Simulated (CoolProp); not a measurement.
Vapour pressure (MPa) of ethylene: the reference equation beside estimates from Tc = 9.2 °C, pc = 5.042 MPa, ω = 0.087. Clausius-Clapeyron is anchored at -132.55 °C with a constant enthalpy of vaporisation of 14.63 kJ/mol.

Values from CoolProp's reference Helmholtz-energy equation of state, Smukala 2000.

```csv
T (°C),reference,Clausius-Clapeyron,van der Waals,Redlich-Kwong,Soave-Redlich-Kwong,Peng-Robinson
-138.05,0.007465,0.007516,0.1034,0.006056,0.007359,0.008037
-136.25,0.008885,0.008919,0.1134,0.007357,0.008756,0.009517
-134.35,0.01062,0.01063,0.1248,0.008971,0.01046,0.01132
-132.55,0.01251,0.01251,0.1363,0.01076,0.01232,0.01327
-130.75,0.01467,0.01465,0.1485,0.01282,0.01445,0.01549
-128.95,0.01712,0.01709,0.1615,0.01520,0.01686,0.01801
-127.05,0.02006,0.02003,0.1761,0.01809,0.01976,0.02102
-125.25,0.02321,0.02319,0.1907,0.02122,0.02287,0.02423
-123.45,0.02675,0.02676,0.2062,0.02477,0.02636,0.02784
-121.65,0.03071,0.03077,0.2226,0.02877,0.03027,0.03186
-119.85,0.03513,0.03526,0.2399,0.03328,0.03464,0.03634
-117.95,0.04033,0.04058,0.2591,0.03863,0.03978,0.04160
-116.15,0.04581,0.04621,0.2783,0.04430,0.04520,0.04713
-114.35,0.05186,0.05247,0.2984,0.05060,0.05120,0.05322
-112.55,0.05853,0.05941,0.3195,0.05758,0.05781,0.05993
```

Absolute difference from the reference over all 15 rows, mean and median: Clausius-Clapeyron 0.4 and 0.2 %, van der Waals 775.4 and 721.6 %, Redlich-Kwong 9.2 and 8.6 %, Soave-Redlich-Kwong 1.4 and 1.5 %, Peng-Robinson 4.6 and 4.4 %.
